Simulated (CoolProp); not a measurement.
Vapour-liquid equilibrium of R143a (1) + fluoroethane (R161) (2) at -17.05 °C; x and y are mole fractions of (1).

Computed with CoolProp (multi-fluid Helmholtz-energy mixture model, Lemmon and Jacobsen 2000 and Wu 2012; pair parameters Bell 2016).

### Question
Give the bubble pressure and the first vapour's composition at x = 0.35, 0.5, 0.95. Is there an azeotrope?

### Answer
x = 0.35: 0.2818 MPa, y = 0.436; x = 0.5: 0.2985 MPa, y = 0.585; x = 0.95: 0.3458 MPa, y = 0.962. No azeotrope shows between x = 0.05 and 0.95.

The pair parameters rest on a limited set of measurements; away from them the model extrapolates.
